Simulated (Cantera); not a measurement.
What does this Cantera script print?

```python
import numpy as np
import cantera as ct

gas = ct.Solution("h2o2.yaml")
gas.TPX = 1350, 51000, {'H2': 1.4, 'O2': 1, 'N2': 1.9}
reactor = ct.IdealGasConstPressureReactor(gas, energy="off", clone=False)
net = ct.ReactorNet([reactor])
net.rtol, net.atol = 1e-08, 1e-18
show = ['H2', 'O2', 'OH', 'H2O2', 'HO2']
times = np.geomspace(1e-05, 20, 10)

steps = ct.SolutionArray(gas, extra=["t"])
rows = []
print(f"{'t/s':>10s}{'T/K':>9s}{'P/Pa':>11s}" + "".join(f"{s:>11s}" for s in show))
for t in times:
    while net.time < t:
        t_next = net.step()
        steps.append(gas.state, t=t_next)
    rows.append([np.interp(t, steps.t, y) for y in (steps.T, steps.P, *steps(*show).X.T)])
    print(f"{t:10.3e}{rows[-1][0]:9.1f}{rows[-1][1]:11.4g}" + "".join(f"{x:11.3e}" for x in rows[-1][2:]))
rate = np.gradient(steps.T, steps.t)
print("integrator steps:", len(steps.t))
if steps.T.max() > steps.T[0] + 200:
    print(f"time of steepest temperature rise: {steps.t[rate.argmax()]:.4e} s")
gas.TPX = 1350, 51000, {'H2': 1.4, 'O2': 1, 'N2': 1.9}
gas.equilibrate("TP")
print(f"equilibrium (TP): T = {gas.T:.1f} K  " + "  ".join(f"{s} {gas[s].X[0]:.3e}" for s in show))
```

Result:

```
       t/s      T/K       P/Pa         H2         O2         OH       H2O2        HO2
 1.000e-05   1350.0    5.1e+04  3.256e-01  2.326e-01  9.442e-07  6.482e-09  5.884e-07
 5.013e-05   1350.0    5.1e+04  3.715e-02  9.878e-02  1.152e-02  7.279e-06  6.495e-05
 2.513e-04   1350.0    5.1e+04  2.345e-03  8.348e-02  2.211e-03  3.413e-06  3.702e-05
 1.260e-03   1350.0    5.1e+04  7.783e-05  8.324e-02  4.174e-04  4.457e-07  3.042e-06
 6.316e-03   1350.0    5.1e+04  5.409e-06  8.330e-02  1.277e-04  6.753e-08  2.848e-07
 3.166e-02   1350.0    5.1e+04  8.592e-07  8.332e-02  5.289e-05  1.398e-08  6.594e-08
 1.587e-01   1350.0    5.1e+04  3.954e-07  8.332e-02  3.451e-05  6.502e-09  4.942e-08
 7.958e-01   1350.0    5.1e+04  3.876e-07  8.332e-02  3.407e-05  6.359e-09  4.926e-08
 3.989e+00   1350.0    5.1e+04  3.876e-07  8.332e-02  3.407e-05  6.359e-09  4.926e-08
 2.000e+01   1350.0    5.1e+04  3.876e-07  8.332e-02  3.407e-05  6.359e-09  4.926e-08
integrator steps: 1797
equilibrium (TP): T = 1350.0 K  H2 3.876e-07  O2 8.332e-02  OH 3.407e-05  H2O2 6.359e-09  HO2 4.926e-08
```

Model: the H2/O2 subset of GRI-Mech 3.0, which has no nitrogen chemistry, integrated in Cantera. The temperature is held fixed by assumption; the heat of reaction is taken as removed at once.
